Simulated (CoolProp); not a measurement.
The fluid at 298.15 K and 1.65 MPa (gas) is heated at constant pressure to 359 K. The same conditions are run with several fluids, on thermodynamics alone (safety and materials aside).

Values from CoolProp's reference Helmholtz-energy equation of state of each fluid (C2F6 (R116): Lemmon 2006; CH3F (R41): Lemmon 2006; R13: Platzer 1990; methane: Setzmann 1991). The equations of Platzer and Polt are older, rougher fits.

| fluid | heat (kJ/kg) | final density (kg/m³) |
|---|---|---|
| C2F6 (R116) | 54.7 | (withheld) |
| CH3F (R41) | (withheld) | (withheld) |
| R13 | (withheld) | (withheld) |
| methane | (withheld) | (withheld) |

Q: Fill in the missing entries.

A: 
- C2F6 (R116), final density (kg/m³): 83.9
- CH3F (R41), heat (kJ/kg): 85.0
- CH3F (R41), final density (kg/m³): 20.3
- R13, heat (kJ/kg): 46.4
- R13, final density (kg/m³): 62.9
- methane, heat (kJ/kg): 145
- methane, final density (kg/m³): 8.98
